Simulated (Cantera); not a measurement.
What does this Cantera script print?

```python
import numpy as np
import cantera as ct

gas_names = """
    O2 CL2
""".split()
cond_names = """
    Ca(L) CaCL2(L) CaO(s)
""".split()


# ... load() reads the species with a 1 bar reference pressure and builds the phases ...
species = {s.name: s for s in load("nasa_gas.yaml", gas_names) + load("nasa_condensed.yaml", cond_names)}
T = 1125
g = {n: (s.thermo.h(T) - T * s.thermo.s(T)) / (ct.gas_constant * T * np.log(10)) for n, s in species.items()}
valid = cond_names  # the entries whose range holds T


def stable(la, lb):
    # potentials (over RT ln 10) of the two non-metals from log10 p(O2) and log10 p(CL2) in bar
    mu = {}
    mu["O"] = (g["O2"] + la) / 2
    mu["Cl"] = (g["CL2"] + lb) / 2
    cost = {}
    for n in valid:
        c = species[n].composition
        cost[n] = (g[n] - sum(c.get(e, 0) * m for e, m in mu.items())) / c["Ca"]
    return min(cost, key=cost.get)


results = []
for lb in [0, -1.1, -2.2, -3.3, -4.4, -5.5, -6.5, -7.6, -8.7, -9.8, -10.9, -12]:
    row = [stable(la, lb) for la in [-12, -11.5, -11, -10.4, -9.9, -9.4, -8.9, -8.3, -7.8, -7.3, -6.8, -6.3, -5.7, -5.2, -4.7, -4.2, -3.7, -3.1, -2.6, -2.1, -1.6, -1, -0.5, 0]]
    results.append(row)
    print(f"{lb:6.1f}  " + " ".join(f"{valid.index(n):x}" for n in row))
print("key: " + ", ".join(f"{i:x} {n}" for i, n in enumerate(valid)))
```

It prints:

```
   0.0  1 1 1 1 1 1 1 1 1 1 1 1 1 1 1 1 1 1 1 1 1 1 1 1
  -1.1  1 1 1 1 1 1 1 1 1 1 1 1 1 1 1 1 1 1 1 1 1 1 1 1
  -2.2  1 1 1 1 1 1 1 1 1 1 1 1 1 1 1 1 1 1 1 1 1 1 1 1
  -3.3  1 1 1 1 1 1 1 1 1 1 1 1 1 1 1 1 1 1 1 1 1 1 1 1
  -4.4  1 1 1 1 1 1 1 1 1 1 1 1 1 1 1 1 1 1 1 1 1 1 1 1
  -5.5  1 1 1 1 1 1 1 1 1 1 1 1 1 1 1 1 1 1 1 1 1 1 2 2
  -6.5  1 1 1 1 1 1 1 1 1 1 1 1 1 1 1 1 1 1 2 2 2 2 2 2
  -7.6  1 1 1 1 1 1 1 1 1 1 1 1 1 1 2 2 2 2 2 2 2 2 2 2
  -8.7  1 1 1 1 1 1 1 1 1 2 2 2 2 2 2 2 2 2 2 2 2 2 2 2
  -9.8  1 1 1 1 1 2 2 2 2 2 2 2 2 2 2 2 2 2 2 2 2 2 2 2
 -10.9  1 2 2 2 2 2 2 2 2 2 2 2 2 2 2 2 2 2 2 2 2 2 2 2
 -12.0  2 2 2 2 2 2 2 2 2 2 2 2 2 2 2 2 2 2 2 2 2 2 2 2
key: 0 Ca(L), 1 CaCL2(L), 2 CaO(s)
```

Source: NASA polynomial tables (part measured, part estimated), evaluated in Cantera. Not in the tables: oxide halides.
